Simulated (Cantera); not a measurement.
A closed system holds: 1 mol CF4, 0.82 mol F2, 1 mol H2, held at 1602 °C and 2.20 mbar.

Cantera equilibrium calculation (NASA polynomials, part measured and part estimated; ideal gas, pure solids and liquids). Candidate condensed phases: C, C6H6, C7H8, C8H18; 95 gas species. Gases not in the tables: C2F6 and larger saturated fluorocarbons. Rates play no part.

Base state: HF 0.661, CF4 0.273, CF2 0.0411, F 0.0226, CF3 0.00205, CF 5.41e-5 (mole fractions); condensed: C(graphite).

What changes in the equilibrium state with this change: pressure from 2.20 mbar to 13.3 mbar?


```json
[
 {"species": "HF", "before": "0.661", "after": "0.678"},
 {"species": "CF4", "before": "0.273", "after": "0.297"},
 {"species": "CF2", "before": "0.0411", "after": "0.0174"},
 {"species": "F", "before": "0.0226", "after": "0.00597"},
 {"species": "CF", "before": "5.41e-5", "after": "1.43e-5"},
 {"species": "CF3", "before": "0.00205", "after": "0.00140"},
 {"species": "C(graphite), mol", "before": "0.0432", "after": "0.0676"}
]
```
